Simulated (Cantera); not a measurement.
Input (Python, Cantera) and output of one run.

```python
import numpy as np
import cantera as ct

gas_names = """
    H HO2 H2 H2O H2O2 O OH O2 O3 Ti TiO TiO2
""".split()
cond_names = """
    H2O(s) H2O(L) Ti(a) Ti(b) Ti(L) TiO(a) TiO(b) TiO(L) TiO2(ru) TiO2(L) Ti2O3(a) Ti2O3(b) Ti2O3(L)
    Ti3O5(a) Ti3O5(b) Ti3O5(L) Ti4O7(s) Ti4O7(L)
""".split()


def load(file, names, dense=False):
    # The tables refer to 1 bar. Condensed volumes are neglected.
    table = {s.name: s for s in ct.Species.list_from_file(file)}
    out = []
    for n in names:
        d = dict(table[n].input_data)
        d["thermo"] = dict(d["thermo"], **{"reference-pressure": 1e5})
        if dense:
            d["equation-of-state"] = {"model": "constant-volume", "density": "1e6 g/cm^3"}
        out.append(ct.Species.from_dict(d))
    return out


gas = ct.Solution(thermo="ideal-gas", species=load("nasa_gas.yaml", gas_names))
cond = {s.name: ct.Solution(thermo="fixed-stoichiometry", species=[s], name=s.name)
        for s in load("nasa_condensed.yaml", cond_names, dense=True)}
atoms = {
    'Ti': {'Ti': 1},
    'O2': {'O': 2},
    'H2': {'H': 2},
}
top_T = {}  # K; cautious upper limits of use, not melting points


def equilibrate(T, P, feed):
    n = {}
    for name, mol in feed.items():
        for a, k in atoms[name].items():
            n[a] = n.get(a, 0.0) + k * mol
    gas.TPX = T, P, n
    mass = sum(n.values()) * gas.mean_molecular_weight
    gas.equilibrate("TP")
    valid = [c for c in cond.values() if c.min_temp <= T <= top_T.get(c.name, c.max_temp)]
    mix = ct.Mixture([(gas, mass / gas.mean_molecular_weight)] + [(c, 0.0) for c in valid])
    mix.T, mix.P = T, P
    mix.equilibrate("TP", solver="vcs", rtol=1e-11, max_steps=5000)
    return mix


results = []
feed = {'Ti': 1, 'O2': 3.6, 'H2': 10}  # mol
T = 2223  # K
P = 100000  # Pa
mix = equilibrate(T, P, feed)
results.append((T, P, feed, dict(zip(mix.species_names, mix.species_moles))))
print(gas.report(threshold=0.0001))
for i in range(1, mix.n_phases):
    print(f"{mix.phase(i).name:16s} {mix.phase_moles(i):12.5e} mol")
```

Result:

```
       temperature   2223 K
          pressure   1e+05 Pa
           density   0.057938 kg/m^3
  mean mol. weight   10.709 kg/kmol
   phase of matter   gas

                          1 kg             1 kmol
                     ---------------   ---------------
          enthalpy       -5.2896e+06       -5.6644e+07  J
   internal energy       -7.0156e+06       -7.5127e+07  J
           entropy             22461        2.4052e+05  J/K
    Gibbs function        -5.522e+07       -5.9133e+08  J
 heat capacity c_p            4180.6             44769  J/K
 heat capacity c_v            3404.2             36454  J/K

                      mass frac. Y      mole frac. X     chem. pot. / RT
                     ---------------   ---------------   ---------------
                 H        0.00040543         0.0043071           -10.308
                H2          0.085107           0.45208           -20.616
               H2O           0.91324           0.54286            -41.64
                OH         0.0011863        0.00074698           -31.332
     [   +8 minor]        6.1889e-05        1.3771e-05

Ti(L)             0.00000e+00 mol
TiO(L)            0.00000e+00 mol
TiO2(L)           0.00000e+00 mol
Ti2O3(L)          0.00000e+00 mol
Ti3O5(L)          0.00000e+00 mol
Ti4O7(L)          2.49984e-01 mol
```

These are equilibrium values from Cantera (NASA tables, ideal gas, pure condensed phases), not measurements of a reactor. Condensed phases not in the tables: Magnéli phases beyond Ti4O7.
